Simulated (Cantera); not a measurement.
Mixture: CH₃OH : O₂ : N₂ = 1 : 1.74 : 10.3 (molar parts), at 2930 Torr, adiabatic and at constant pressure. Ignition delay is the time to a rise of 400 K.

Cantera simulation using GRI-Mech 3.0 (53 species, 325 reactions); the numbers are that mechanism's predictions, not measurements. GRI-Mech 3.0 was tuned for natural gas; its chemistry of methanol as a main component is partial and can be far from experiment.

What does this change do: pressure from 2930 Torr to 760 Torr?


| quantity | before | after |
|---|---|---|
| delay at 1275 K | 1.11 ms | 3.55 ms |
| delay at 1350 K | 0.412 ms | 1.34 ms |
| delay at 1425 K | 0.176 ms | 0.581 ms |
| delay at 1500 K | 84.7 µs | 0.284 ms |
| delay at 1575 K | 45.2 µs | 0.154 ms |
| delay at 1650 K | 26.2 µs | 91.6 µs |
| apparent activation energy between 1500 and 1650 K | 160 kJ/mol | 160 kJ/mol |

What does this change do: pressure from 2930 Torr to 3750 Torr?


```json
[
 {"quantity": "delay at 1275 K", "before": "1.11 ms", "after": "0.911 ms"},
 {"quantity": "delay at 1350 K", "before": "0.412 ms", "after": "0.336 ms"},
 {"quantity": "delay at 1425 K", "before": "0.176 ms", "after": "0.143 ms"},
 {"quantity": "delay at 1500 K", "before": "84.7 µs", "after": "68.5 µs"},
 {"quantity": "delay at 1575 K", "before": "45.2 µs", "after": "36.4 µs"},
 {"quantity": "delay at 1650 K", "before": "26.2 µs", "after": "21.0 µs"},
 {"quantity": "apparent activation energy between 1500 and 1650 K", "before": "160 kJ/mol", "after": "160 kJ/mol"}
]
```
